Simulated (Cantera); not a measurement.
Input (Python, Cantera):

```python
import numpy as np
import cantera as ct

gas = ct.Solution("gri30.yaml")


def delay(T, t_max=10):
    gas.TPX = T, 100000, {'CH4': 1, 'O2': 3.85, 'N2': 14.5}
    reactor = ct.IdealGasReactor(gas, clone=False)
    net = ct.ReactorNet([reactor])
    net.rtol, net.atol = 1e-8, 1e-16
    while net.time < t_max:
        t_old, T_old = net.time, reactor.T
        net.step()
        if reactor.T > T + 400:  # ignition: a rise of 400 K
            return t_old + (T + 400 - T_old) / (reactor.T - T_old) * (net.time - t_old)
    return np.nan


taus = []
for T in [1225, 1275, 1325, 1375, 1425, 1475, 1525, 1575, 1625, 1675]:
    taus.append(delay(T))
    print(f"T0 = {T:6g} K   tau = {taus[-1]:.4e} s")
```

Result:

```
T0 =   1225 K   tau = 2.2132e-02 s
T0 =   1275 K   tau = 1.1239e-02 s
T0 =   1325 K   tau = 5.9497e-03 s
T0 =   1375 K   tau = 3.2874e-03 s
T0 =   1425 K   tau = 1.8991e-03 s
T0 =   1475 K   tau = 1.1478e-03 s
T0 =   1525 K   tau = 7.2474e-04 s
T0 =   1575 K   tau = 4.7631e-04 s
T0 =   1625 K   tau = 3.2416e-04 s
T0 =   1675 K   tau = 2.2730e-04 s
```

Cantera simulation using GRI-Mech 3.0 (53 species, 325 reactions); the numbers are that mechanism's predictions, not measurements.
